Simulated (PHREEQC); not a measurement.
A PHREEQC input (ion-association model, phreeqc.dat):

```
SOLUTION 1
  temp 53
  units mg/kgw
  pH 12.5
  pe 2.5
  Na 8.68
  K 0.18
  Ca 8.62
  Mg 2.15
  Cl 14.8
  S(6) 5.58 as SO4
  Alkalinity 25.4 as HCO3
  Mn(2) 0.0846
  B 0.00148
  Ba 0.0522
END
USE solution 1
EQUILIBRIUM_PHASES 1
  Gypsum 0 0
  Quartz 0 0.5
  CO2(g) -2.5 10
END
```

It stops with these messages:

```
WARNING: Maximum iterations exceeded, 100
WARNING: Maximum iterations exceeded, 100
WARNING: The program has failed to converge to a numerical solution.
ERROR:           Alkalinity has not converged. Total: 4.162631e-04	Calculated: 2.809821e-01	Residual: -2.805658e-01
ERROR: Is non-carbonate alkalinity greater than total alkalinity?
ERROR:                    B has not converged. Total: 1.369103e-07	Calculated: 1.510282e-07	Residual: -1.411793e-08
ERROR:                   Ba has not converged. Total: 3.800786e-07	Calculated: 6.721004e-07	Residual: -2.920218e-07
ERROR:                   Ca has not converged. Total: 2.150699e-04	Calculated: 4.842324e-04	Residual: -2.691626e-04
ERROR:                   Cl has not converged. Total: 4.174541e-04	Calculated: 5.632594e-04	Residual: -1.458053e-04
ERROR:                    K has not converged. Total: 4.603345e-06	Calculated: 6.237241e-06	Residual: -1.633895e-06
ERROR:                   Mg has not converged. Total: 8.843370e-05	Calculated: 9.717320e-05	Residual: -8.739505e-06
ERROR:                Mn(2) has not converged. Total: 1.539918e-06	Calculated: 1.746868e-06	Residual: -2.069503e-07
ERROR:                   Na has not converged. Total: 3.775587e-04	Calculated: 5.227582e-04	Residual: -1.451994e-04
ERROR:                 S(6) has not converged. Total: 5.808628e-05	Calculated: 8.492349e-05	Residual: -2.683722e-05
ERROR:                   Mu Ionic strength has not converged. 	Residual: -1.958492e-02
ERROR:               A(H2O) Activity of water has not converged. 	Residual: 4.770411e-03
ERROR: Model failed to converge for initial solution  1.
```

Problem. What went wrong, and how is it mended?

Solution. The fault: pH typed as 12.5 with the alkalinity kept. The line should read `pH 5.85` where the input has `pH 12.5`. With the mend the run ends at pH 7.12 and ionic strength 0.00132 mol/kgw.
